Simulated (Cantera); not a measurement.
# Low-pressure radical oxidation in H2/O2

An isothermal, constant-pressure homogeneous reactor starts with H2 : O2 : H2O = 0.0069 : 1 : 0.023 (molar parts), equivalence ratio 0.0034, at 1373 K and 21.8 Torr.

Cantera simulation using the H2/O2 subset of GRI-Mech 3.0, which has no nitrogen chemistry; the numbers are that mechanism's predictions, not measurements. Radical loss at walls, strong at low pressure, is not modelled.

```tsv
t (s)	x H2	x O2	x H2O	x HO2	x H2O2
1.00e-5	0.00670	0.971	0.0223	2.38e-9	<1e-12
3.88e-5	0.00670	0.971	0.0223	9.23e-9	1.30e-12
0.000151	0.00670	0.971	0.0223	3.58e-8	1.85e-11
0.000584	0.00670	0.971	0.0223	1.40e-7	2.27e-10
0.00227	0.00502	0.969	0.0235	1.33e-6	1.98e-8
0.00879	6.75e-5	0.965	0.0281	1.32e-6	4.48e-8
0.0341	4.44e-5	0.967	0.0283	1.03e-6	3.76e-8
0.132	1.47e-5	0.969	0.0287	5.09e-7	2.22e-8
0.514	2.35e-6	0.971	0.0290	1.31e-7	7.49e-9
1.99	3.17e-7	0.971	0.0291	4.11e-8	1.76e-9
7.73	6.88e-8	0.971	0.0291	4.61e-8	5.49e-10
30.0	5.17e-8	0.971	0.0291	5.06e-8	4.55e-10
```
x: mole fraction; the columns are a selection and need not sum to one.

Equilibrium at this temperature and pressure: H2 5.17e-8, O2 0.971, H2O 0.0291, HO2 5.06e-8, H2O2 4.55e-10 (gas phase only).
